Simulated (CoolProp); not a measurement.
A closed Brayton cycle with dry air: compressor inlet 322.15 K and 7.3 MPa, high pressure 14.7 MPa, turbine inlet 735 K, compressor efficiency 0.8, turbine efficiency 0.93, recuperator effectiveness 0.9 (on enthalpy, no pinch check). Each further row changes one setting.

Computed with CoolProp (reference Helmholtz-energy equation of state, Lemmon 2000). It is a pseudo-pure fit of the blend.

```json
[
 {"case": "as stated", "thermal efficiency (%)": "?", "net work (kJ/kg)": "38.5", "compressor to turbine work": "0.70", "compressor exit (K)": "411.8", "turbine exit (K)": "617.2"},
 {"case": "turbine inlet 685 K", "thermal efficiency (%)": "20.6", "net work (kJ/kg)": "?", "compressor to turbine work": "0.76", "compressor exit (K)": "411.8", "turbine exit (K)": "?"},
 {"case": "compressor inlet 332.15 K", "thermal efficiency (%)": "22.8", "net work (kJ/kg)": "35.4", "compressor to turbine work": "0.73", "compressor exit (K)": "424.5", "turbine exit (K)": "617.2"},
 {"case": "high pressure 12.5 MPa", "thermal efficiency (%)": "25.1", "net work (kJ/kg)": "33.5", "compressor to turbine work": "?", "compressor exit (K)": "389.4", "turbine exit (K)": "?"},
 {"case": "recuperator effectiveness 0.5", "thermal efficiency (%)": "15.7", "net work (kJ/kg)": "38.5", "compressor to turbine work": "0.70", "compressor exit (K)": "411.8", "turbine exit (K)": "617.2"}
]
```

**Question.** What belongs in the gaps?

**Answer.** 
- as stated, thermal efficiency (%): 24.5
- turbine inlet 685 K, net work (kJ/kg): 29.6
- turbine inlet 685 K, turbine exit (K): 573.9
- high pressure 12.5 MPa, compressor to turbine work: 0.67
- high pressure 12.5 MPa, turbine exit (K): 642.8
